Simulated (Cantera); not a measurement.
A closed system holds: 1 mol HgO, 0.11 mol H2, equilibrated at 1730 Torr.

Method: chemical equilibrium by Gibbs-energy minimisation in Cantera with the NASA 1993 tables (ideal gas, pure condensed phases). Candidate condensed phases: H2O, Hg, HgO; 10 gas species. Equilibrium is a limit: real reactors are often held back by kinetics, nucleation or transport. All values below are at 852 °C.

Base state: Hg 0.643, O2 0.286, H2O 0.0707 (mole fractions); condensed: gas only.

Problem. What changes in the equilibrium state with this change: H2 from 0.11 to 3.8 mol?

Solution. 
```tsv
species	before	after
H2	<1e-9	0.583
Hg	0.643	0.208
H2O	0.0707	0.208
O2	0.286	<1e-9
```

Problem. What changes in the equilibrium state with this change: H2 from 0.11 to 1.2 mol?

Solution. 
```csv
species,before,after
H2O,0.0707,0.455
Hg,0.643,0.455
H2,<1e-9,0.0909
O2,0.286,<1e-9
```
